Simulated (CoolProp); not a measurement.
Computed with CoolProp (reference Helmholtz-energy equation of state, Akasaka 2015).

For R245fa, give the phase and the density (kg/m³), cp (kJ/(kg K)), cv (kJ/(kg K)), speed of sound (m/s) at 58.65 °C and 5.45 MPa.


- 58.65 °C and 5.45 MPa: liquid; density 1260, cp 1.38, cv 0.978, speed of sound 580
